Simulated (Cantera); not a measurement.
A closed system holds: 1 mol C3H8, 0.007 mol O2, 2.9 mol CO2, at 1.33 mbar.

Cantera equilibrium calculation (NASA polynomials, part measured and part estimated; ideal gas, pure solids and liquids). Candidate condensed phases: C, C6H6, C7H8, C8H18, H2O; 110 gas species. Equilibrium is a limit: real reactors are often held back by kinetics, nucleation or transport.

Q: Which condensed phases are stable at each of these points (T (K)): 1698, 1773, 1848, 1923, 1998, 2073, 2148, 2223, 2298, 2373, 2448, 2523, 2598, 2673?

A: 
| T (K) | condensed phases | C condensed (%) |
|---|---|---|
| 1698 | C(graphite) | 1.4 |
| 1773 | C(graphite) | 1.4 |
| 1848 | C(graphite) | 1.4 |
| 1923 | C(graphite) | 1.4 |
| 1998 | C(graphite) | 1.4 |
| 2073 | C(graphite) | 1.3 |
| 2148 | C(graphite) | 1.2 |
| 2223 | C(graphite) | 1.1 |
| 2298 | C(graphite) | 1.0 |
| 2373 | C(graphite) | 0.8 |
| 2448 | C(graphite) | 0.5 |
| 2523 | C(graphite) | 0.1 |
| 2598 | gas only | 0.0 |
| 2673 | gas only | 0.0 |

From 1698 K to 2523 K the condensed part is C(graphite). From 2598 K to 2673 K nothing is condensed.
